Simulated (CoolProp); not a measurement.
The numbers come from the reference Helmholtz-energy equation of state, Lemmon 2004 in CoolProp. It is a short technical equation, of lower accuracy than the large ones.

Question: For n-dodecane, give the phase and the density (kg/m³), cv (kJ/(kg K)), viscosity (µPa s), fugacity coefficient at 342.9 K and 90.9 kPa; 342.9 K and 162 kPa; 342.9 K and 287 kPa.

Answer: 
- 342.9 K and 90.9 kPa: liquid; density 713, cv 1.99, viscosity 708, fugacity coefficient 0.00455
- 342.9 K and 162 kPa: liquid; density 713, cv 1.99, viscosity 709, fugacity coefficient 0.00257
- 342.9 K and 287 kPa: liquid; density 713, cv 1.99, viscosity 710, fugacity coefficient 0.00146

Viscosity comes from a separate model (Huber 2004).
